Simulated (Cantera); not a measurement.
A Cantera script and what it prints.

```python
import numpy as np
import cantera as ct

gas_names = """
    H HNO HNO2 HNO3 HO2 H2 H2O H2O2 N NH NH2 NH3 NH2OH NO NO2 NO3 N2 N2H2 N2H4 N2O O OH O2 O3 Zr ZrN ZrO
    ZrO2
""".split()
cond_names = """
    H2O(s) H2O(L) Zr(a) Zr(b) Zr(L) ZrN(s) ZrN(L) ZrO2(a) ZrO2(b) ZrO2(L)
""".split()


def load(file, names, dense=False):
    # The tables refer to 1 bar. Condensed volumes are neglected.
    table = {s.name: s for s in ct.Species.list_from_file(file)}
    out = []
    for n in names:
        d = dict(table[n].input_data)
        d["thermo"] = dict(d["thermo"], **{"reference-pressure": 1e5})
        if dense:
            d["equation-of-state"] = {"model": "constant-volume", "density": "1e6 g/cm^3"}
        out.append(ct.Species.from_dict(d))
    return out


gas = ct.Solution(thermo="ideal-gas", species=load("nasa_gas.yaml", gas_names))
cond = {s.name: ct.Solution(thermo="fixed-stoichiometry", species=[s], name=s.name)
        for s in load("nasa_condensed.yaml", cond_names, dense=True)}
atoms = {
    'ZrO2': {'Zr': 1, 'O': 2},
    'H2': {'H': 2},
    'N2': {'N': 2},
}
top_T = {}  # K; cautious upper limits of use, not melting points


def equilibrate(T, P, feed):
    n = {}
    for name, mol in feed.items():
        for a, k in atoms[name].items():
            n[a] = n.get(a, 0.0) + k * mol
    gas.TPX = T, P, n
    mass = sum(n.values()) * gas.mean_molecular_weight
    gas.equilibrate("TP")
    valid = [c for c in cond.values() if c.min_temp <= T <= top_T.get(c.name, c.max_temp)]
    mix = ct.Mixture([(gas, mass / gas.mean_molecular_weight)] + [(c, 0.0) for c in valid])
    mix.T, mix.P = T, P
    mix.equilibrate("TP", solver="vcs", rtol=1e-11, max_steps=5000)
    return mix


results = []
feed = {'ZrO2': 1, 'H2': 280, 'N2': 0.71}  # mol
P = 570  # Pa
for T in [1250, 1300, 1350, 1400, 1450, 1500, 1550, 1600, 1650, 1700, 1750, 1800, 1850]:
    mix = equilibrate(T, P, feed)
    results.append((T, P, feed, dict(zip(mix.species_names, mix.species_moles))))
    x = sorted(zip(gas.X, gas.species_names), reverse=True)
    print(f"T = {T:g} K  P = {P:g} Pa  gas = {mix.phase_moles(0):.4g} mol")
    print("   x: " + "  ".join(f"{s} {v:.3e}" for v, s in x if v > 0.001))
    print("   condensed (mol): " + ("  ".join(f"{mix.phase(i).name} {mix.phase_moles(i):.4g}"
          for i in range(1, mix.n_phases) if mix.phase_moles(i) > 1e-12) or "none"))
```

Output:

```
T = 1250 K  P = 570 Pa  gas = 280.7 mol
   x: H2 9.975e-01  N2 2.529e-03
   condensed (mol): ZrN(s) 3.891e-05  ZrO2(a) 1
T = 1300 K  P = 570 Pa  gas = 280.7 mol
   x: H2 9.975e-01  N2 2.529e-03
   condensed (mol): ZrN(s) 5.948e-05  ZrO2(a) 0.9999
T = 1350 K  P = 570 Pa  gas = 280.7 mol
   x: H2 9.974e-01  N2 2.529e-03
   condensed (mol): ZrN(s) 8.801e-05  ZrO2(a) 0.9999
T = 1400 K  P = 570 Pa  gas = 280.7 mol
   x: H2 9.974e-01  N2 2.529e-03
   condensed (mol): ZrN(s) 0.0001265  ZrO2(a) 0.9999
T = 1450 K  P = 570 Pa  gas = 280.7 mol
   x: H2 9.973e-01  N2 2.529e-03
   condensed (mol): ZrN(s) 0.0001772  ZrO2(a) 0.9998
T = 1500 K  P = 570 Pa  gas = 280.7 mol
   x: H2 9.972e-01  N2 2.529e-03
   condensed (mol): ZrN(s) 0.0002416  ZrO2(b) 0.9998
T = 1550 K  P = 570 Pa  gas = 280.8 mol
   x: H2 9.971e-01  N2 2.528e-03
   condensed (mol): ZrN(s) 0.0003214  ZrO2(b) 0.9997
T = 1600 K  P = 570 Pa  gas = 280.8 mol
   x: H2 9.968e-01  N2 2.528e-03
   condensed (mol): ZrN(s) 0.0004198  ZrO2(b) 0.9996
T = 1650 K  P = 570 Pa  gas = 280.9 mol
   x: H2 9.963e-01  N2 2.527e-03  H 1.201e-03
   condensed (mol): ZrN(s) 0.0005393  ZrO2(b) 0.9995
T = 1700 K  P = 570 Pa  gas = 281 mol
   x: H2 9.955e-01  N2 2.526e-03  H 1.947e-03
   condensed (mol): ZrN(s) 0.0006825  ZrO2(b) 0.9993
T = 1750 K  P = 570 Pa  gas = 281.1 mol
   x: H2 9.944e-01  H 3.072e-03  N2 2.524e-03
   condensed (mol): ZrN(s) 0.0008519  ZrO2(b) 0.9991
T = 1800 K  P = 570 Pa  gas = 281.4 mol
   x: H2 9.927e-01  H 4.725e-03  N2 2.521e-03
   condensed (mol): ZrN(s) 0.00105  ZrO2(b) 0.9989
T = 1850 K  P = 570 Pa  gas = 281.7 mol
   x: H2 9.904e-01  H 7.101e-03  N2 2.518e-03
   condensed (mol): ZrN(s) 0.001277  ZrO2(b) 0.9987
```

These are equilibrium values from Cantera (NASA tables, ideal gas, pure condensed phases), not measurements of a reactor. Mutual solubility and eutectic melting of coexisting phases are not modelled. ZrN: taken at fixed stoichiometry. Condensed phases not in the tables: solid solutions among these carbides, nitrides and lower oxides.
